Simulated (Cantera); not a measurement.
Charge: 1 mol SiF4, 14 mol O2, at 13.0 mbar.

Equilibrium computed with Cantera from the NASA thermochemical tables; the gas is ideal and each condensed phase is pure. Candidate condensed phases: Si, SiO2; 17 gas species. The tables' values for SiF3, SiO2 are old estimates; treat these amounts as uncertain. The tables hold silica as quartz up to 1696 K and as liquid above; real silica turns to tridymite and cristobalite and melts near 1996 K. Equilibrium is a limit: real reactors are often held back by kinetics, nucleation or transport.

x: gas mole fraction; n: condensed amount in mol.

```
T (K)   x O2  x SiF4  x O       x F    x SiF3  n SiO2(condensed)
-----  -----  ------  ---  --------  --------  -----------------
873    0.933  0.0667    …  7.50e-12    <1e-12                  0
973    0.933  0.0667    …  3.77e-11    <1e-12                  0
1073   0.933  0.0667    …  7.55e-10  3.77e-12                  0
1173   0.933  0.0667    …   9.10e-9  1.06e-10                  0
1273   0.933  0.0667    …   7.45e-8   1.77e-9                  0
1373   0.933  0.0667    …   4.50e-7   1.94e-8                  0
1473   0.933  0.0667    …   2.13e-6   1.53e-7                  0
1573   0.933  0.0667    …   8.32e-6   9.29e-7                  0
1673   0.933  0.0666    …   2.76e-5   4.52e-6                  0
1773   0.933  0.0666    …   8.07e-5   1.82e-5           0.000230
1873   0.931  0.0665    …  0.000211   6.29e-5           0.000518
1973   0.928  0.0662    …  0.000501  0.000191           0.000866
2073   0.923  0.0656    …   0.00109  0.000516                  0
```

Problem. Complete the blanks.

Solution. 
- 873, x O: 1.61e-11
- 973, x O: 5.73e-10
- 1073, x O: 1.05e-8
- 1173, x O: 1.18e-7
- 1273, x O: 9.11e-7
- 1373, x O: 5.22e-6
- 1473, x O: 2.36e-5
- 1573, x O: 8.85e-5
- 1673, x O: 0.000283
- 1773, x O: 0.000795
- 1873, x O: 0.00200
- 1973, x O: 0.00458
- 2073, x O: 0.00968
